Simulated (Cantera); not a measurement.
## Equilibrium for metals in furnace atmospheres: Pb + CO + H₂

A closed system holds: 1 mol Pb, 2.1 mol CO, 42 mol H₂, held at 133 Pa.

Method: chemical equilibrium by Gibbs-energy minimisation in Cantera with the NASA 1993 tables (ideal gas, pure condensed phases). Candidate condensed phases: C, C₆H₆, C₇H₈, C₈H₁₈, H₂O, Pb, PbO, PbO₂, Pb₃O₄; 113 gas species. Rates play no part.

From 575 °C to 725 °C the condensed part is Pb(l). From 800 °C to 1250 °C nothing is condensed. The main Pb-bearing gas is Pb throughout.

| T (°C) | x H₂ | x CO | x Pb | x CH₄ | n Pb(l) |
|---|---|---|---|---|---|
| 575 | 0.952 | 0.0470 | 0.000224 | 0.000626 | 0.990 |
| 650 | 0.950 | 0.0474 | 0.00190 | 0.000169 | 0.916 |
| 725 | 0.941 | 0.0470 | 0.0116 | 5.46e-5 | 0.482 |
| 800 | 0.931 | 0.0465 | 0.0222 | 2.05e-5 | 0 |
| 875 | 0.931 | 0.0466 | 0.0222 | 8.92e-6 | 0 |
| 950 | 0.931 | 0.0466 | 0.0222 | 4.29e-6 | 0 |
| 1025 | 0.931 | 0.0466 | 0.0222 | 2.23e-6 | 0 |
| 1100 | 0.931 | 0.0466 | 0.0222 | 1.20e-6 | 0 |
| 1175 | 0.931 | 0.0466 | 0.0222 | 6.44e-7 | 0 |
| 1250 | 0.931 | 0.0465 | 0.0222 | 3.34e-7 | 0 |
x: gas mole fraction; n: condensed amount in mol.
